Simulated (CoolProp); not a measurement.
Vapour pressure (MPa) of ethylene: the reference equation beside estimates from Tc = 282.4 K, pc = 5.042 MPa, ω = 0.087. Clausius-Clapeyron is anchored at 184.6 K with a constant enthalpy of vaporisation of 12.88 kJ/mol.

Computed with CoolProp (reference Helmholtz-energy equation of state, Smukala 2000).

| T (K) | reference | Lee-Kesler | Clausius-Clapeyron | Peng-Robinson |
|---|---|---|---|---|
| 149.7 | 0.02675 | 0.02644 | 0.03236 | 0.02784 |
| 155.5 | 0.04120 | 0.04074 | 0.04761 | 0.04248 |
| 161.4 | 0.06170 | 0.06108 | 0.06853 | 0.06312 |
| 167.2 | 0.08896 | 0.08820 | 0.09560 | 0.09044 |
| 173 | 0.1248 | 0.1240 | 0.1304 | 0.1262 |
| 178.8 | 0.1709 | 0.1700 | 0.1744 | 0.1722 |
| 184.6 | 0.2289 | 0.2282 | 0.2289 | 0.2300 |
| 190.4 | 0.3009 | 0.3004 | 0.2956 | 0.3016 |
| 196.2 | 0.3885 | 0.3884 | 0.3760 | 0.3889 |
| 202.1 | 0.4960 | 0.4962 | 0.4735 | 0.4959 |
| 207.9 | 0.6215 | 0.6222 | 0.5864 | 0.6212 |
| 213.7 | 0.7691 | 0.7700 | 0.7178 | 0.7685 |
| 219.5 | 0.9406 | 0.9418 | 0.8694 | 0.9401 |

Absolute difference from the reference over all 13 rows, mean and median: Lee-Kesler 0.5 and 0.3 %, Clausius-Clapeyron 7.0 and 5.6 %, Peng-Robinson 1.1 and 0.5 %.
